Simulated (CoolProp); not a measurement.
Vapour pressure (bar) of R125: the reference equation beside estimates from Tc = 339.2 K, pc = 36.18 bar, ω = 0.305. Clausius-Clapeyron is anchored at 250.3 K with a constant enthalpy of vaporisation of 17.91 kJ/mol.

Model: reference Helmholtz-energy equation of state, Lemmon 2005, in CoolProp.

```tsv
T (K)	reference	Lee-Kesler	Clausius-Clapeyron	Redlich-Kwong	Soave-Redlich-Kwong	Peng-Robinson
226.4	1.082	1.077	1.221	2.090	1.078	1.082
231.2	1.357	1.354	1.487	2.518	1.354	1.355
236	1.684	1.683	1.797	3.007	1.682	1.679
240.7	2.060	2.063	2.148	3.548	2.061	2.052
245.5	2.509	2.514	2.559	4.170	2.513	2.497
250.3	3.028	3.038	3.028	4.865	3.037	3.013
255.1	3.626	3.640	3.561	5.640	3.642	3.607
259.9	4.310	4.328	4.162	6.497	4.335	4.288
264.7	5.087	5.109	4.837	7.441	5.123	5.062
269.5	5.965	5.990	5.591	8.476	6.015	5.939
274.3	6.952	6.980	6.431	9.607	7.019	6.926
279.1	8.057	8.085	7.361	10.84	8.143	8.033
283.9	9.289	9.316	8.387	12.17	9.396	9.269
288.7	10.66	10.68	9.515	13.61	10.79	10.64
```

Absolute difference from the reference over all 14 rows, mean and median: Lee-Kesler 0.3 and 0.3 %, Clausius-Clapeyron 6.3 and 6.5 %, Redlich-Kwong 55.9 and 53.1 %, Soave-Redlich-Kwong 0.6 and 0.5 %, Peng-Robinson 0.3 and 0.4 %.
